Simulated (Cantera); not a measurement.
## Ignition delay

Mixture: 15.2 % CH₄, 17.9 % O₂, 67.0 % N₂, equivalence ratio 1.7, at 240000 Pa, adiabatic and at constant volume. Ignition delay is the time to a rise of 400 K.

Computed with Cantera and GRI-Mech 3.0 (53 species, 325 reactions).

```
T0 (K)  delay (ms)
------  ----------
1323          5.26
1423          1.62
1523         0.553
1623         0.211
1723        0.0909
1823        0.0442
1923        0.0239
```

```json
{
  "apparent activation energy between 1723 and 1923 K": "180 kJ/mol"
}
```
